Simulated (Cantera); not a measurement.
## Equilibrium for roasting and sulfation: MgO + SO₃ + N₂

Input: 1 mol MgO, a varied amount of SO₃, 4.7 mol N₂, at 1300 °C and 0.0133 bar.

Equilibrium computed with Cantera from the NASA thermochemical tables; the gas is ideal and each condensed phase is pure. Candidate condensed phases: Mg, MgO, MgS, MgSO₄, S; 22 gas species. The numbers say what is thermodynamically allowed, not how fast it happens.

From 0.05 mol SO₃ to 4.8 mol SO₃ the condensed part is MgO(s).

| n(SO₃) (mol) | x N₂ | x SO₂ | x O₂ | x NO | x SO₃ | x O | x SO | x NO₂ | n MgO(s) |
|---|---|---|---|---|---|---|---|---|---|
| 0.05 | 0.984 | 0.0105 | 0.00508 | 0.000299 | 2.26e-6 | 6.45e-6 | 1.37e-6 | 2.34e-8 | 1.00 |
| 0.083 | 0.974 | 0.0172 | 0.00840 | 0.000383 | 4.77e-6 | 8.29e-6 | 1.75e-6 | 3.84e-8 | 1.00 |
| 0.14 | 0.957 | 0.0285 | 0.0140 | 0.000489 | 1.02e-5 | 1.07e-5 | 2.25e-6 | 6.35e-8 | 1.00 |
| 0.23 | 0.931 | 0.0456 | 0.0225 | 0.000612 | 2.07e-5 | 1.36e-5 | 2.84e-6 | 1.01e-7 | 1.00 |
| 0.38 | 0.891 | 0.0721 | 0.0356 | 0.000754 | 4.12e-5 | 1.71e-5 | 3.57e-6 | 1.56e-7 | 1.00 |
| 0.64 | 0.830 | 0.113 | 0.0560 | 0.000912 | 8.09e-5 | 2.14e-5 | 4.46e-6 | 2.37e-7 | 1.00 |
| 1.1 | 0.740 | 0.173 | 0.0860 | 0.00107 | 0.000154 | 2.65e-5 | 5.52e-6 | 3.43e-7 | 1.00 |
| 1.8 | 0.635 | 0.243 | 0.121 | 0.00117 | 0.000256 | 3.15e-5 | 6.54e-6 | 4.46e-7 | 1.00 |
| 2.9 | 0.519 | 0.320 | 0.159 | 0.00122 | 0.000387 | 3.61e-5 | 7.50e-6 | 5.32e-7 | 1.00 |
| 4.8 | 0.394 | 0.403 | 0.201 | 0.00119 | 0.000546 | 4.05e-5 | 8.41e-6 | 5.85e-7 | 1.00 |
x: gas mole fraction; n: condensed amount in mol.
